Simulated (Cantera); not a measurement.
A perfectly stirred reactor is fed with 8.26 % H₂, 91.7 % O₂, equivalence ratio 0.045, at 3.68 Torr; it is held at 1273 K, and followed from long to short residence time.

Cantera simulation using GRI-Mech 3.0 (53 species, 325 reactions); the numbers are that mechanism's predictions, not measurements. Radical loss at walls, strong at low pressure, is not modelled. The temperature is held fixed by assumption; the heat of reaction is taken as removed at once.

Problem. Predict: x(H₂) at τ = 1.30 s; x(O₂) at τ = 1.30 s; x(H₂O) at τ = 1.30 s; x(HO₂) at τ = 1.30 s; x(OH) at τ = 1.30 s; x(H₂) at τ = 74.0 ms; x(O₂) at τ = 74.0 ms; x(H₂O) at τ = 74.0 ms; x(HO₂) at τ = 74.0 ms; x(OH) at τ = 74.0 ms.

Solution. 
```
Item                     Result
---------------------  --------
x(H₂) at τ = 1.30 s    0.000623
x(O₂) at τ = 1.30 s       0.900
x(H₂O) at τ = 1.30 s     0.0821
x(HO₂) at τ = 1.30 s    1.10e-6
x(OH) at τ = 1.30 s     0.00343
x(H₂) at τ = 74.0 ms    0.00225
x(O₂) at τ = 74.0 ms      0.869
x(H₂O) at τ = 74.0 ms    0.0723
x(HO₂) at τ = 74.0 ms   1.49e-6
x(OH) at τ = 74.0 ms    0.00611
```
